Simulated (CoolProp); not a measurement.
The fluid at 291.49 K and 14.6 MPa flows at 0.29 m/s in a round tube of 100 mm bore and 1.5 µm roughness, fully developed (64/Re and Nu = 3.66 if laminar; Colebrook and Gnielinski if turbulent). The same conditions are run with several fluids, on thermodynamics alone (safety and materials aside).

The numbers come from the reference Helmholtz-energy equation of state of each fluid (R404A: Lemmon 2003; ethane: Bücker 2006; R11: Jacobsen 1992; R141b: Lemmon 2006; ethanol: Schroeder 2014) in CoolProp. Blends and air are pseudo-pure fits.

```json
[
 {"fluid": "R404A", "Reynolds number": "182000", "Darcy friction factor": "0.0160", "pressure drop (Pa/m)": "7.84", "heat-transfer coefficient (W/(m² K))": "544", "mass flow (kg/h)": "?"},
 {"fluid": "ethane", "Reynolds number": "186000", "Darcy friction factor": "0.0160", "pressure drop (Pa/m)": "2.81", "heat-transfer coefficient (W/(m² K))": "543", "mass flow (kg/h)": "3420"},
 {"fluid": "R11", "Reynolds number": "?", "Darcy friction factor": "0.0188", "pressure drop (Pa/m)": "12.1", "heat-transfer coefficient (W/(m² K))": "408", "mass flow (kg/h)": "12500"},
 {"fluid": "R141b", "Reynolds number": "72000", "Darcy friction factor": "0.0194", "pressure drop (Pa/m)": "10.4", "heat-transfer coefficient (W/(m² K))": "411", "mass flow (kg/h)": "?"},
 {"fluid": "ethanol", "Reynolds number": "17400", "Darcy friction factor": "0.0268", "pressure drop (Pa/m)": "9.06", "heat-transfer coefficient (W/(m² K))": "?", "mass flow (kg/h)": "?"}
]
```

Task: What belongs in the gaps?

Result: 
- R404A, mass flow (kg/h): 9530
- R11, Reynolds number: 82700
- R141b, mass flow (kg/h): 10400
- ethanol, heat-transfer coefficient (W/(m² K)): 323
- ethanol, mass flow (kg/h): 6580

Transport values come from each fluid's own correlations; those of R11, R141b are estimates that may be off by 10 % or more.
